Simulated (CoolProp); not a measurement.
Properties of chlorine along the isobar 6460 kPa (Tc = 416.9 K, pc = 7642 kPa, ω = 0.070).

Computed with CoolProp (reference Helmholtz-energy equation of state, Thol 2021).

| T (K) | phase | speed of sound (m/s) | Joule-Thomson coefficient (K/MPa) | isothermal compressibility (1/MPa) |
|---|---|---|---|---|
| 320.8 | liquid | 760.2 | -0.1654 | 0.002691 |
| 332.5 | liquid | 709.7 | -0.09027 | 0.003263 |
| 344.3 | liquid | 656.2 | 0.007884 | 0.004067 |
| 356 | liquid | 599.7 | 0.1379 | 0.005238 |
| 367.8 | liquid | 537.8 | 0.3215 | 0.007114 |
| 379.5 | liquid | 469.3 | 0.5968 | 0.01046 |
| 391.3 | liquid | 388.4 | 1.082 | 0.01810 |
| 403 | liquid | 280.6 | 2.307 | 0.05160 |
| 414.8 | gas | 194.8 | 13.60 | 0.3527 |
| 426.5 | gas | 207.4 | 12.58 | 0.2744 |
